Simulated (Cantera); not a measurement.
A Cantera script and its output.

```python
import numpy as np
import cantera as ct

gas = ct.Solution("gri30.yaml")
gas.TPX = 323, 500000, {'CH4': 1, 'CO': 0.089, 'O2': 2.8, 'N2': 10.5}
inlet = ct.Reservoir(gas, clone=True)
gas.equilibrate("HP")  # start burning
reactor = ct.IdealGasConstPressureReactor(gas, energy="on", clone=False)
exhaust = ct.Reservoir(gas, clone=True)
tau = [0.18, 0.084, 0.039, 0.018, 0.0087, 0.0041, 0.0019, 0.0009, 0.00042, 0.0002, 9.4e-05, 4.4e-05][0]
for a, b in ((inlet, reactor), (reactor, exhaust)):
    ct.MassFlowController(a, b, mdot=lambda t: reactor.mass / tau)
net = ct.ReactorNet([reactor])
show = ['CH4', 'CO', 'O2', 'N2O', 'NO2', 'H']

rows = []
print(f"{'tau/s':>10s}{'T/K':>9s}" + "".join(f"{s:>11s}" for s in show))
for tau in [0.18, 0.084, 0.039, 0.018, 0.0087, 0.0041, 0.0019, 0.0009, 0.00042, 0.0002, 9.4e-05, 4.4e-05]:
    net.initial_time = 0.0
    net.advance(30 * tau)
    before = gas.X
    net.advance(40 * tau)
    drift = np.max(np.abs(gas.X - before) / (gas.X + 1e-9))
    rows.append([gas.T, *gas[show].X, drift])
    print(f"{tau:10.3e}{gas.T:9.1f}" + "".join(f"{x:11.3e}" for x in gas[show].X))
```

Result:

```
     tau/s      T/K        CH4         CO         O2        N2O        NO2          H
 1.800e-01   1922.4  2.206e-06  1.532e-04  5.247e-02  4.100e-07  2.887e-07  3.685e-06
 8.400e-02   1921.8  4.356e-06  2.068e-04  5.251e-02  4.615e-07  1.772e-07  4.703e-06
 3.900e-02   1920.4  8.226e-06  3.081e-04  5.256e-02  5.577e-07  1.243e-07  6.869e-06
 1.800e-02   1917.9  1.482e-05  4.912e-04  5.264e-02  7.195e-07  1.016e-07  1.146e-05
 8.700e-03   1914.1  2.488e-05  7.836e-04  5.276e-02  9.367e-07  9.324e-08  2.023e-05
 4.100e-03   1907.8  4.172e-05  1.285e-03  5.299e-02  1.198e-06  8.864e-08  3.827e-05
 1.900e-03   1897.6  7.049e-05  2.135e-03  5.342e-02  1.423e-06  8.167e-08  7.481e-05
 9.000e-04   1882.1  1.187e-04  3.494e-03  5.415e-02  1.510e-06  7.052e-08  1.425e-04
 4.200e-04   1857.1  2.088e-04  5.779e-03  5.547e-02  1.440e-06  5.652e-08  2.660e-04
 2.000e-04   1817.8  3.899e-04  9.551e-03  5.783e-02  1.252e-06  4.240e-08  4.554e-04
 9.400e-05   1737.8  9.809e-04  1.762e-02  6.364e-02  9.270e-07  2.559e-08  6.402e-04
 4.400e-05    323.0  6.950e-02  6.185e-03  1.946e-01 -2.572e-20 -1.013e-19 -8.557e-30
```

Detailed kinetics in Cantera: GRI-Mech 3.0 (53 species, 325 reactions).
